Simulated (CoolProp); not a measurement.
Vapour pressure (kPa) of carbon monoxide: the reference equation beside estimates from Tc = -140.3 °C, pc = 3498 kPa, ω = 0.050. Clausius-Clapeyron is anchored at -185.55 °C with a constant enthalpy of vaporisation of 5.770 kJ/mol.

Values from CoolProp's reference Helmholtz-energy equation of state, Lemmon 2006. It is a short technical equation, of lower accuracy than the large ones.

| T (°C) | reference | Lee-Kesler | Clausius-Clapeyron | van der Waals | Redlich-Kwong | Soave-Redlich-Kwong | Peng-Robinson |
|---|---|---|---|---|---|---|---|
| -185.55 | 190.0 | 190.1 | 190.0 | 513.1 | 180.7 | 189.6 | 191.6 |
| -181.05 | 288.1 | 288.5 | 279.7 | 667.1 | 281.6 | 288.3 | 289.5 |
| -176.45 | 422.8 | 423.4 | 400.3 | 853.1 | 421.5 | 424.2 | 423.9 |
| -171.85 | 598.6 | 599.1 | 554.5 | 1070 | 605.0 | 602.1 | 599.6 |
| -167.35 | 816.5 | 816.5 | 742.1 | 1313 | 832.6 | 823.3 | 817.9 |
| -162.75 | 1093 | 1092 | 975.3 | 1595 | 1120 | 1104 | 1096 |
| -158.15 | 1431 | 1428 | 1254 | 1912 | 1469 | 1447 | 1436 |
| -153.65 | 1828 | 1824 | 1574 | 2257 | 1874 | 1850 | 1837 |

Absolute difference from the reference over all 8 rows, mean and median: Lee-Kesler 0.1 and 0.1 %, Clausius-Clapeyron 7.7 and 8.2 %, van der Waals 80.7 and 69.8 %, Redlich-Kwong 2.3 and 2.4 %, Soave-Redlich-Kwong 0.7 and 0.7 %, Peng-Robinson 0.4 and 0.3 %.
